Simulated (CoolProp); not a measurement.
Vapour-liquid equilibrium of propane (1) + R236FA (2) at 0.642 MPa; x and y are mole fractions of (1).

Model: multi-fluid Helmholtz-energy mixture model, Lemmon 2009 and Pan 2012; pair parameters Bell 2016, in CoolProp.

Task: Give the bubble temperature and the first vapour's composition at x = 0.2, 0.65, 0.8. Is there an azeotrope?

Result: x = 0.2: 298.0 K, y = 0.609; x = 0.65: 285.0 K, y = 0.809; x = 0.8: 283.7 K, y = 0.855. y crosses x between x = 0.8 and 0.95: the model has an azeotrope there.

The pair parameters rest on a limited set of measurements; away from them the model extrapolates. With so large a gap from Raoult's law the liquid may split in two, which this calculation doesn't test in full.
